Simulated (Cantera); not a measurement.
An adiabatic, constant-pressure homogeneous reactor starts with CH₄ : H₂ : O₂ : N₂ = 1 : 0.066 : 2.67 : 10.1 (molar parts), equivalence ratio 0.76, at 1350 K and 1.50 bar.

Cantera simulation using GRI-Mech 3.0 (53 species, 325 reactions); the numbers are that mechanism's predictions, not measurements.

x: mole fraction; the columns are a selection and need not sum to one.

```csv
t (s),T (K),x CH₄,x H₂,x O₂,x HO₂,x C₂H₄,x HCN
6.00e-6,1350,0.0723,0.00477,0.193,7.78e-8,<1e-12,<1e-12
1.83e-5,1350,0.0723,0.00477,0.193,2.34e-7,1.84e-12,<1e-12
5.61e-5,1350,0.0723,0.00477,0.193,6.81e-7,8.41e-11,<1e-12
0.000171,1350,0.0723,0.00477,0.193,1.75e-6,?,<1e-12
0.000524,1351,0.0721,0.00476,0.193,3.21e-6,?,<1e-12
0.00160,1362,0.0699,0.00485,0.191,1.82e-5,?,<1e-12
0.00490,2598,<1e-12,0.00480,0.0470,7.63e-6,<1e-12,5.07e-11
0.0150,2590,<1e-12,0.00478,0.0441,7.13e-6,<1e-12,8.29e-11
0.0458,2589,<1e-12,0.00477,0.0438,7.09e-6,<1e-12,8.53e-11
0.140,2589,<1e-12,0.00477,0.0438,7.09e-6,<1e-12,8.53e-11
0.428,2589,<1e-12,0.00477,0.0438,7.09e-6,<1e-12,8.53e-11
1.31,2589,<1e-12,0.00477,0.0438,7.09e-6,<1e-12,8.53e-11
4.00,2589,<1e-12,0.00477,0.0438,7.09e-6,<1e-12,8.53e-11
```

Q: What belongs in the gaps?

A: 
- 0.000171, x C₂H₄: 7.06e-9
- 0.000524, x C₂H₄: 1.69e-6
- 0.00160, x C₂H₄: 9.32e-5
